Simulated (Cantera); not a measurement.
Input (Python, Cantera) and output of one run.

```python
import numpy as np
import cantera as ct

gas_names = """
    H2 H2O
""".split()
cond_names = """
    Li2O(s) Li2O(L) Li(cr) Li(L)
""".split()


# ... load() reads the species with a 1 bar reference pressure and builds the phases ...
species = {s.name: s for s in load("nasa_gas.yaml", gas_names) + load("nasa_condensed.yaml", cond_names)}
# Each term lists the table entries of one substance; the one whose range holds T is used.
reactions = {
    'H2(g) + Li2O = 2 Li + H2O(g)':
        [(-1, ['H2']), (-1, ['Li2O(s)', 'Li2O(L)']), (2, ['Li(cr)', 'Li(L)']), (1, ['H2O'])],
}


def pick(names, T):
    return next(species[n] for n in names if species[n].thermo.min_temp <= T <= species[n].thermo.max_temp)


results = []
for label, terms in reactions.items():
    print(label)
    print("     T/K   dH/kJ  dS/(J/K)   dG/kJ   log10 K")
    for T in [300, 823, 898, 973, 1048, 1123, 1198]:
        used = [(nu, pick(names, T)) for nu, names in terms]
        dH = sum(nu * s.thermo.h(T) for nu, s in used) / 1e6
        dS = sum(nu * s.thermo.s(T) for nu, s in used) / 1e3
        dG = dH - T * dS / 1e3
        logK = -dG * 1e6 / (ct.gas_constant * T * np.log(10))
        results.append((label, T, dH, dS, dG, logK, [s.name for _, s in used]))
        print(f"{T:8g} {dH:8.1f} {dS:8.1f} {dG:8.1f} {logK:8.2f}")
```

Result:

```
H2(g) + Li2O = 2 Li + H2O(g)
     T/K   dH/kJ  dS/(J/K)   dG/kJ   log10 K
     300    356.9     78.5    333.3   -58.04
     823    359.3     85.9    288.6   -18.32
     898    358.2     84.6    282.2   -16.42
     973    357.0     83.3    275.9   -14.81
    1048    355.3     82.1    269.3   -13.42
    1123    353.9     80.8    263.2   -12.24
    1198    352.4     79.4    257.2   -11.21
```

Standard-state values (1 bar) from the NASA 1993 polynomials, evaluated with Cantera. Condensed species are held in their standard states even where they would react or evaporate.
